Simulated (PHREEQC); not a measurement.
**Polishing slurry liquid**

Make-up at 25 °C: 0.0052 mol/kgw NH3 and 0.048 mol/kgw K2SO4. Closed to the air; pH follows from the charge balance.

Equilibrium calculation in PHREEQC: ion-association model, phreeqc.dat.

Each row changes one thing in this solution. Precipitation was switched off in this run.

| case | pH | ionic strength (mol/kgw) | K+ (mol/kgw) | SO4-2 (mol/kgw) | KSO4- (mol/kgw) |
|---|---|---|---|---|---|
| as made | 10.51 | 0.128 | 0.0879 | 0.0398 | 0.00813 |
| NH3 left out | 7.17 | 0.128 | 0.0879 | 0.0399 | 0.00814 |
| diluted 2-fold with water | 10.33 | 0.0666 | 0.0452 | [?] | 0.00279 |
| 0.0039 mol/kgw KOH added | 11.46 | [?] | 0.0916 | [?] | 0.00835 |
| K2SO4 from 0.048 to 0.24 mol/kgw | 10.56 | 0.558 | 0.399 | 0.159 | 0.0811 |

**Question.** What belongs in the gaps?

**Answer.** 
- diluted 2-fold with water, SO4-2 (mol/kgw): 0.0212
- 0.0039 mol/kgw KOH added, ionic strength (mol/kgw): 0.131
- 0.0039 mol/kgw KOH added, SO4-2 (mol/kgw): 0.0396
